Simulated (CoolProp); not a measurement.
Vapour-liquid equilibrium of R134a (1) + R245fa (2) at 0.0119 bar; x and y are mole fractions of (1).

Computed with CoolProp (multi-fluid Helmholtz-energy mixture model, Tillner-Roth 1994 and Akasaka 2015; pair parameters Akasaka 2014).

| x | bubble temperature, mixture model (K) | bubble temperature, Raoult's law (K) | y, mixture model | y, Raoult's law |
|---|---|---|---|---|
| 0.05 | ? | 206.3 | ? | 0.420 |
| 0.2 | ? | 196.5 | 0.812 | 0.808 |
| 0.35 | 191.0 | 191.1 | 0.912 | 0.911 |
| 0.5 | 187.4 | 187.5 | 0.954 | 0.954 |
| 0.65 | ? | 184.9 | 0.976 | 0.976 |
| 0.8 | 182.8 | 182.8 | 0.989 | 0.989 |
| 0.95 | 181.1 | 181.1 | 0.998 | 0.998 |

Question: What belongs in the gaps?

Answer: 
- 0.05, bubble temperature, mixture model (K): 206.1
- 0.05, y, mixture model: 0.428
- 0.2, bubble temperature, mixture model (K): 196.3
- 0.65, bubble temperature, mixture model (K): 184.8

The largest gap from Raoult's law is -0.2 K in bubble temperature, at x = 0.2. No azeotrope shows between x = 0.05 and 0.95.

Pair parameters are fitted to limited data, so mixtures are less certain than the pure fluids.
